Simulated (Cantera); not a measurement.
Ignition delay

Mixture: CH₄ : O₂ : N₂ : H₂O : CO₂ = 1 : 2.74 : 10.3 : 3.9 : 0.29 (molar parts), at 5.00 bar, adiabatic and at constant pressure. Ignition delay is the time to a rise of 400 K.

Model: GRI-Mech 3.0 (53 species, 325 reactions), integrated in Cantera.

| T0 (K) | delay (ms) |
|---|---|
| 1300 | 3.51 |
| 1350 | 2.08 |
| 1400 | 1.24 |
| 1450 | 0.747 |
| 1500 | 0.453 |
| 1550 | 0.277 |
| 1600 | 0.172 |

```
Quantity                                                Result
--------------------------------------------------  ----------
apparent activation energy between 1500 and 1600 K  190 kJ/mol
```
